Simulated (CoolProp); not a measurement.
Vapour-liquid equilibrium of R114 (1) + benzene (2) at 365.9 K; x and y are mole fractions of (1).

Values from CoolProp's multi-fluid Helmholtz-energy mixture model, Platzer 1990 and Thol 2012; pair parameters Bell 2016. This equation is an older, rougher fit; its heat capacities, sound speeds and derivatives of the liquid may be far off and weren't checked against measurements.

```json
[
 {"x": "0.05", "bubble pressure, mixture model (bar)": "2.657", "bubble pressure, Raoult's law (bar)": "2.012", "y, mixture model": "0.453", "y, Raoult's law": "0.304"},
 {"x": "0.15", "bubble pressure, mixture model (bar)": "4.488", "bubble pressure, Raoult's law (bar)": "3.090", "y, mixture model": "0.689", "y, Raoult's law": "0.595"},
 {"x": "0.25", "bubble pressure, mixture model (bar)": "5.815", "bubble pressure, Raoult's law (bar)": "4.167", "y, mixture model": "0.770", "y, Raoult's law": "0.735"},
 {"x": "0.35", "bubble pressure, mixture model (bar)": "6.828", "bubble pressure, Raoult's law (bar)": "5.244", "y, mixture model": "0.815", "y, Raoult's law": "0.817"},
 {"x": "0.45", "bubble pressure, mixture model (bar)": "7.664", "bubble pressure, Raoult's law (bar)": "6.321", "y, mixture model": "0.845", "y, Raoult's law": "0.872"},
 {"x": "0.55", "bubble pressure, mixture model (bar)": "8.419", "bubble pressure, Raoult's law (bar)": "7.398", "y, mixture model": "0.870", "y, Raoult's law": "0.910"},
 {"x": "0.65", "bubble pressure, mixture model (bar)": "9.160", "bubble pressure, Raoult's law (bar)": "8.475", "y, mixture model": "0.894", "y, Raoult's law": "0.939"},
 {"x": "0.75", "bubble pressure, mixture model (bar)": "9.935", "bubble pressure, Raoult's law (bar)": "9.553", "y, mixture model": "0.919", "y, Raoult's law": "0.961"},
 {"x": "0.85", "bubble pressure, mixture model (bar)": "10.78", "bubble pressure, Raoult's law (bar)": "10.63", "y, mixture model": "0.948", "y, Raoult's law": "0.979"},
 {"x": "0.95", "bubble pressure, mixture model (bar)": "11.73", "bubble pressure, Raoult's law (bar)": "11.71", "y, mixture model": "0.981", "y, Raoult's law": "0.994"}
]
```

The largest gap from Raoult's law is +45.2 % in bubble pressure, at x = 0.15. No azeotrope shows between x = 0.05 and 0.95.

The pair parameters rest on a limited set of measurements; away from them the model extrapolates.
